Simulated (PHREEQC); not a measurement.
**Brine: an equilibrium model**

Consider water at 25 °C with 0.55 mol/kgw Na2CO3, 0.025 mol/kgw Na2B4O7 and 2.3 mol/kgw KBr. Closed to the air; pH follows from the charge balance.

The numbers come from PHREEQC with the Pitzer model, pitzer.dat.

The pH is 10.58 and the ionic strength comes out as 3.96 mol/kgw. The activity of water is 0.897 and the density is 1.226 g/cm³. The osmotic coefficient is 0.945 and the total alkalinity comes out as 1150 meq/kg.

```json
[
 {"species": "Br-", "molality": "2.30", "activity": "1.47", "log γ": "-0.194"},
 {"species": "K+", "molality": "2.30", "activity": "1.31", "log γ": "-0.243"},
 {"species": "Na+", "molality": "1.15", "activity": "0.716", "log γ": "-0.206"},
 {"species": "CO3-2", "molality": "0.505", "activity": "0.0319", "log γ": "-1.200"},
 {"species": "B(OH)4-", "molality": "0.0938", "activity": "0.0381", "log γ": "-0.392"},
 {"species": "HCO3-", "molality": "0.0451", "activity": "0.0181", "log γ": "-0.396"},
 {"species": "B(OH)3", "molality": "0.00457", "activity": "0.00192", "log γ": "-0.377"},
 {"species": "OH-", "molality": "0.000503", "activity": "0.000348", "log γ": "-0.159"},
 {"species": "B4O5(OH)4-2", "molality": "0.000346", "activity": "2.03e-6", "log γ": "-2.231"}
]
```

Precipitation was switched off in this run. Species that the database lacks are ignored. In brines, pH and single-ion activities rest on the MacInnes convention.
